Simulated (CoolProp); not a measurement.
Saturation properties of R236EA.

Computed with CoolProp (reference Helmholtz-energy equation of state, Rui 2013).

```csv
T (K),p (kPa),vapour density (kg/m³),enthalpy of vaporisation (kJ/kg),liquid cp (kJ/(kg K)),surface tension (mN/m)
314.8,355.1,23.06,146.4,1.289,9.84
321.6,___,___,142.4,1.305,8.98
328.3,527.4,34.12,138.2,1.322,8.15
335.1,635.1,41.18,133.7,1.342,7.32
341.8,756.8,49.32,129.1,1.365,6.52
348.6,897.5,___,124.0,1.391,5.73
355.3,1055,70.17,118.7,1.422,4.97
362.1,1234,___,___,1.461,4.23
368.8,1433,99.15,106.7,1.509,3.52
375.6,1659,118.1,99.73,___,2.83
382.3,1907,140.9,92.04,1.660,2.18
389.1,2188,169.7,83.09,1.792,1.56
```

Q: Fill in the missing entries.

A: 
- 321.6, p (kPa): 435.4
- 321.6, vapour density (kg/m³): 28.19
- 348.6, vapour density (kg/m³): 58.99
- 362.1, vapour density (kg/m³): 83.54
- 362.1, enthalpy of vaporisation (kJ/kg): 112.9
- 375.6, liquid cp (kJ/(kg K)): 1.573

It boils at 279.3 K under 1 atm.

Surface tension comes from a separate correlation (Mulero 2012).
